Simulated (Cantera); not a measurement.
A closed system holds: 1 mol SiCl4, 0.15 mol CH4, 6.8 mol H2, held at 0.150 bar.

Cantera equilibrium calculation (NASA polynomials, part measured and part estimated; ideal gas, pure solids and liquids). Candidate condensed phases: C, C6H6, C7H8, C8H18, Si, SiC; 109 gas species. Gases not in the tables: Si2H6 and higher silanes. Equilibrium is a limit: real reactors are often held back by kinetics, nucleation or transport.

Over these rows the condensed part is SiC(s). Partial pressures as log10 of bar:

| T (K) | 1000/T (1/K) | log p Si2C | log p H2 | log p HCl | log p SiCl2 | log p H |
|---|---|---|---|---|---|---|
| 2148 | 0.4655 | -5.31 | -1.01 | -1.43 | -1.87 | -2.89 |
| 2198 | 0.4550 | -5.01 | -1.02 | -1.43 | -1.88 | -2.76 |
| 2248 | 0.4448 | -4.72 | -1.02 | -1.42 | -1.89 | -2.64 |
| 2298 | 0.4352 | ? | -1.02 | -1.42 | -1.90 | -2.53 |
| 2348 | 0.4259 | -4.20 | -1.03 | -1.42 | -1.91 | -2.42 |
| 2398 | 0.4170 | -3.97 | -1.04 | -1.42 | -1.93 | -2.32 |

Problem. Fit log p(Si2C) = a + b·(1000/T) to the five rows, give the apparent enthalpy, and predict the row at 2298 K.

Solution. Means: 1000/T = 0.4416, log p = -4.642. Sxy = -0.044617, Sxx = 0.0016127, so b = -27.67 and a = -4.642 − (-27.67)×0.4416 = 7.58.
Apparent enthalpy: −19.145 × (-27.67) = 530 kJ/mol. With the condensed phases at unit activity, SiC(s) + H2(g) + SiCl2(g) = Si2C(g) + 2 HCl(g) links this pressure to the main gases: over the six rows their terms move log p by -0.11 in all, so the slope isn't that reaction's ΔH° alone. The five rows lie within 0.01 of the line.
Prediction at 2298 K: 7.58 + (-27.67)×0.4352 = -4.46. The computed value is -4.45, 0.01 from the line.
